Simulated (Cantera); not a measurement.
A closed system holds: 1 mol SiC, 0.88 mol N2O, 32 mol N2, at 0.0690 Torr.

These are equilibrium values from Cantera (NASA tables, ideal gas, pure condensed phases), not measurements of a reactor. Candidate condensed phases: C, Si, SiC, SiO2, Si2N2O, Si3N4; 34 gas species. Mutual solubility and eutectic melting of coexisting phases are not modelled. Kinetics and transport are ignored.

Q: Which condensed phases are stable at each of these points (T (°C)): 800, 900, 1000, 1100, 1200, 1300, 1400, 1500, 1600, 1700, 1800, 1900, 2000?

A: 
```tsv
T (°C)	condensed phases	Si condensed (%)
800	C(graphite) + Si2N2O(s)	100.0
900	C(graphite) + Si2N2O(s)	100.0
1000	SiC(s) + Si2N2O(s)	100.0
1100	SiC(s) + Si2N2O(s)	98.3
1200	SiC(s) + Si2N2O(s)	63.8
1300	SiC(s)	55.8
1400	SiC(s)	54.3
1500	SiC(s)	46.3
1600	SiC(s)	25.2
1700	SiC(s)	8.4
1800	C(graphite)	0.0
1900	gas only	0.0
2000	gas only	0.0
```

From 800 °C to 900 °C the condensed part is C(graphite) + Si2N2O(s). From 1000 °C to 1200 °C the condensed part is SiC(s) + Si2N2O(s). From 1300 °C to 1700 °C the condensed part is SiC(s). At 1800 °C the condensed part is C(graphite). From 1900 °C to 2000 °C nothing is condensed.
